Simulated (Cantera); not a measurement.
A closed system holds: 1 mol V, 0.52 mol O2, 63 mol N2, at 1927 °C and 13.3 mbar.

Cantera equilibrium calculation (NASA polynomials, part measured and part estimated; ideal gas, pure solids and liquids). Candidate condensed phases: V, VN, VO, V2O3, V2O4, V2O5; 13 gas species. VO: taken at fixed stoichiometry. Kinetics and transport are ignored.

Base state: N2 0.997, VO 0.00196, VO2 0.00105, V 0.000422 (mole fractions); condensed: VO(l).

Problem. What changes in the equilibrium state with this change: temperature from 1927 °C to 2300 °C?

Solution. 
| species | before | after |
|---|---|---|
| N2 | 0.997 | 0.984 |
| VO | 0.00196 | 0.00863 |
| VO2 | 0.00105 | 0.00374 |
| V | 0.000422 | 0.00325 |
| O | 9.60e-7 | 1.00e-4 |
| NO | 1.27e-6 | 3.57e-5 |
| VO(l), mol | 0.783 | 0 |
